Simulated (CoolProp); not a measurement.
R236FA along the isobar 1.96 bar: Z from the reference equation and from simpler models built on Tc = 124.9 °C, pc = 31.91 bar, ω = 0.377; each cubic takes its own stable root.

Computed with CoolProp (reference Helmholtz-energy equation of state, Pan 2012).

```
T (°C)  phase  reference  Pitzer virial  van der Waals  Redlich-Kwong  Soave-Redlich-Kwong  Peng-Robinson
------  -----  ---------  -------------  -------------  -------------  -------------------  -------------
63.25     gas     0.9592         0.9601         0.9721         0.9654               0.9619         0.9592
69.05     gas     0.9618         0.9625         0.9732         0.9671               0.9640         0.9613
74.85     gas     0.9641         0.9647         0.9743         0.9686               0.9660         0.9634
80.65     gas     0.9663         0.9668         0.9753         0.9701               0.9679         0.9652
86.35     gas     0.9682         0.9687         0.9762         0.9714               0.9696         0.9670
92.15     gas     0.9701         0.9704         0.9771         0.9727               0.9712         0.9687
97.95     gas     0.9718         0.9721         0.9780         0.9740               0.9728         0.9702
103.75    gas     0.9734         0.9736         0.9788         0.9751               0.9742         0.9717
109.55    gas     0.9749         0.9750         0.9796         0.9762               0.9756         0.9731
115.25    gas     0.9762         0.9764         0.9803         0.9772               0.9768         0.9744
121.05    gas     0.9775         0.9776         0.9810         0.9782               0.9780         0.9756
126.85    gas     0.9787         0.9788         0.9817         0.9791               0.9792         0.9768
```
